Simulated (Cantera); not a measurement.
Feed: 1 mol BN, 59 mol HCl, 5.5 mol N2, equilibrated at 1425 K and 1.33 mbar.

These are equilibrium values from Cantera (NASA tables, ideal gas, pure condensed phases), not measurements of a reactor. Candidate condensed phases: B, BN, NH4Cl; 21 gas species. The tables' values for BCl2 are old estimates; treat these amounts as uncertain. Gases not in the tables: BHCl2. Rates play no part.

Base state: HCl 0.867, N2 0.0930, H2 0.0236, BCl3 0.0154, Cl 0.000863, BCl2 4.61e-5, H 2.87e-5 (mole fractions); condensed: gas only.

**Question.** What changes in the equilibrium state with this change: temperature from 1425 K to 1548.15 K?

**Answer.** 
```
species    before     after
-------  --------  --------
HCl         0.867     0.863
N2         0.0930    0.0928
H2         0.0236    0.0248
Cl       0.000863   0.00370
BCl3       0.0154    0.0152
BCl       5.60e-6   6.10e-5
H         2.87e-5  0.000133
```
The tables' values for BCl2, BCl are old estimates; treat these amounts as uncertain.
